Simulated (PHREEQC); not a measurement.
A made-up water analysis in mg/L, 6.2 °C, pH 6.66, pe 12.1:

| constituent | mg/L |
|---|---|
| Na | 186 |
| K | 120 |
| Ca | 177 |
| Mg | 7.04 |
| Cl | 479 |
| S(6) as SO4 | 154 |
| Alkalinity as HCO3 | 236 |
| Cd | 18.2 |
| Zn | 0.231 |
| B | 0.0242 |

Na is adjusted to close the charge balance.
Valence states are taken as typed.

Model: ion-association model, phreeqc.dat, run in PHREEQC.

Precipitation was switched off in this run.

Question: Order these Ca species by the share of Ca that they hold, largest first: CaSO4, Ca+2, CaHCO3+.

Answer: Ca+2 (93 %), CaSO4 (5.8 %), CaHCO3+ (1.6 %)

Question: Order these Zn species by the share of Zn that they hold, largest first: Zn+2, ZnSO4, ZnCl+, ZnHCO3+, ZnCO3.

Answer: Zn+2 (71 %), ZnHCO3+ (19 %), ZnSO4 (5.7 %), ZnCO3 (3.4 %), ZnCl+ (0.59 %)

The pH is 6.66 and the ionic strength 0.0256 mol/kgw. The solution is supersaturated, for example in Otavite, so a real one may precipitate; this is no full list. Away from 25 °C the constants follow the database's enthalpies or fits; those with neither stay at their 25 °C values. The database's zinc carbonate complexes are estimates, stronger than later reviews accept.
